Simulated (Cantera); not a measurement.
A closed system holds: 1 mol CS₂, 0.38 mol H₂O, 1.5 mol O₂, equilibrated at 0.450 bar.

Equilibrium computed with Cantera from the NASA thermochemical tables; the gas is ideal and each condensed phase is pure. Candidate condensed phases: C, C₆H₆, C₇H₈, C₈H₁₈, H₂O, H₂SO₄, S; 123 gas species. Gases not in the tables: S₃ to S₇. Kinetics and transport are ignored. All values below are at 1298 K.

Base state: CO₂ 0.354, S₂ 0.257, SO₂ 0.210, H₂O 0.122, CO 0.0230, H₂S 0.0174, S₂O 0.00711, H₂ 0.00454 (mole fractions); condensed: gas only.

Question: What changes in the equilibrium state with this change: O₂ from 1.5 to 0.05 mol?

Answer: 
```json
[
 {"species": "CS₂", "before": "5.42e-6", "after": "0.308"},
 {"species": "CO", "before": "0.0230", "after": "0.256"},
 {"species": "S₂", "before": "0.257", "after": "0.184"},
 {"species": "CO₂", "before": "0.354", "after": "0.000548"},
 {"species": "SO₂", "before": "0.210", "after": "3.45e-9"},
 {"species": "H₂O", "before": "0.122", "after": "0.000199"},
 {"species": "H₂", "before": "0.00454", "after": "0.0529"},
 {"species": "H₂S", "before": "0.0174", "after": "0.171"},
 {"species": "COS", "before": "0.00284", "after": "0.0267"},
 {"species": "CS", "before": "<1e-9", "after": "2.01e-5"},
 {"species": "S₂O", "before": "0.00711", "after": "7.08e-7"},
 {"species": "SO", "before": "0.000753", "after": "8.87e-8"}
]
```
